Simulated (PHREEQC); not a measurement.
Acid rinse or clean

Solution (25 °C and 100 atm): 98 mmol/kgw HBr, 1.4 mmol/kgw CuCl2 and 180 mmol/kgw CdCl2. It is in equilibrium with CO2 at log p = -2 (atm). Otherwise closed; pH follows from the charge balance.

Model: ion-association model, phreeqc.dat, run in PHREEQC.

| Quantity | Value |
|---|---|
| pH | 1.11 |
| ionic strength | 0.272 mol/kgw |
| activity of water | 0.991 |
| density | 1.036 g/cm³ |
| total alkalinity | -98.0 meq/kg |

```csv
species,molality,activity,log γ
Cl-,0.198,0.137,-0.159
H+,0.0980,0.0771,-0.104
CdCl+,0.0848,0.0625,-0.133
Br-,0.0523,0.0350,-0.175
CdBr+,0.0355,0.0262,-0.133
CdCl2,0.0341,0.0364,0.027
```

No solid was allowed to form. Under pressure, the constants of complexes without a molar volume in the database are unreliable.
